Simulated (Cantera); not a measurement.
An adiabatic, constant-pressure homogeneous reactor starts with CH4 : O2 : N2 = 1 : 2.22 : 8.36 (molar parts), equivalence ratio 0.90, at 1500 K and 360 Torr. Integrator tolerance rtol = 1e-08.

Model: GRI-Mech 3.0 (53 species, 325 reactions), integrated in Cantera.

Question: What does this change do: constant volume in place of constant pressure?

Answer: 
| quantity | before | after |
|---|---|---|
| time of steepest temperature rise | 2.00 ms | 1.91 ms |
| temperature at 0.900 s | 2653 K | 2804 K |
| equilibrium temperature | 2653 K | 2804 K |
| x(CH4) at 0.900 s | <1e-12 (gas-phase equilibrium <1e-12) | <1e-12 (gas-phase equilibrium <1e-12) |
| x(O2) at 0.900 s | 0.0299 (gas-phase equilibrium 0.0299) | 0.0311 (gas-phase equilibrium 0.0311) |
| x(CH3) at 0.900 s | <1e-12 (gas-phase equilibrium <1e-12) | <1e-12 (gas-phase equilibrium <1e-12) |
| x(OH) at 0.900 s | 0.0197 (gas-phase equilibrium 0.0197) | 0.0243 (gas-phase equilibrium 0.0243) |
| x(CO) at 0.900 s | 0.0331 (gas-phase equilibrium 0.0331) | 0.0391 (gas-phase equilibrium 0.0391) |
| x(C2H2) at 0.900 s | <1e-12 (gas-phase equilibrium <1e-12) | <1e-12 (gas-phase equilibrium <1e-12) |
| x(H) at 0.900 s | 0.00813 (gas-phase equilibrium 0.00813) | 0.0112 (gas-phase equilibrium 0.0112) |

Question: What does this change do: O2 2.22 to 0.8 parts?

Answer: 
```json
[
 {"quantity": "time of steepest temperature rise", "before": "2.00 ms", "after": "7.39 ms"},
 {"quantity": "temperature at 0.900 s", "before": "2653 K", "after": "1931 K"},
 {"quantity": "equilibrium temperature", "before": "2653 K", "after": "1931 K"},
 {"quantity": "x(CH4) at 0.900 s", "before": "<1e-12 (gas-phase equilibrium <1e-12)", "after": "5.37e-9 (gas-phase equilibrium 6.97e-11)"},
 {"quantity": "x(O2) at 0.900 s", "before": "0.0299 (gas-phase equilibrium 0.0299)", "after": "7.49e-9 (gas-phase equilibrium 7.53e-9)"},
 {"quantity": "x(CH3) at 0.900 s", "before": "<1e-12 (gas-phase equilibrium <1e-12)", "after": "4.28e-10 (gas-phase equilibrium 5.58e-12)"},
 {"quantity": "x(OH) at 0.900 s", "before": "0.0197 (gas-phase equilibrium 0.0197)", "after": "1.62e-5 (gas-phase equilibrium 1.62e-5)"},
 {"quantity": "x(CO) at 0.900 s", "before": "0.0331 (gas-phase equilibrium 0.0331)", "after": "0.0813 (gas-phase equilibrium 0.0813)"},
 {"quantity": "x(C2H2) at 0.900 s", "before": "<1e-12 (gas-phase equilibrium <1e-12)", "after": "2.02e-9 (gas-phase equilibrium <1e-12)"},
 {"quantity": "x(H) at 0.900 s", "before": "0.00813 (gas-phase equilibrium 0.00813)", "after": "0.000521 (gas-phase equilibrium 0.000523)"}
]
```
